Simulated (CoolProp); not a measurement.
20 sccm (0 °C, 1 atm) of nitrogen bubbles through liquid octamethyltrisiloxane (MDM) at 346.9 K and leaves saturated at a total pressure of 0.149 MPa (ideal gas phase). Each further row changes one setting.

Model: reference Helmholtz-energy equation of state, Thol 2017, in CoolProp.

```
case                      vapour pressure (kPa)  mole fraction of vapour  delivery (mg/min)  delivery (sccm)  change of delivery for a bath 1 K warmer (%)
------------------------  ---------------------  -----------------------  -----------------  ---------------  --------------------------------------------
as stated                                  6.93                   0.0465                [?]            0.976                                           4.7
bath temperature 351.9 K                    [?]                   0.0578                [?]              [?]                                           4.6
total pressure 0.298 MPa                   6.93                      [?]               5.02              [?]                                           4.6
```

Problem. Complete the blanks.

Solution. 
- as stated, delivery (mg/min): 10.3
- bath temperature 351.9 K, vapour pressure (kPa): 8.61
- bath temperature 351.9 K, delivery (mg/min): 12.9
- bath temperature 351.9 K, delivery (sccm): 1.23
- total pressure 0.298 MPa, mole fraction of vapour: 0.0233
- total pressure 0.298 MPa, delivery (sccm): 0.476
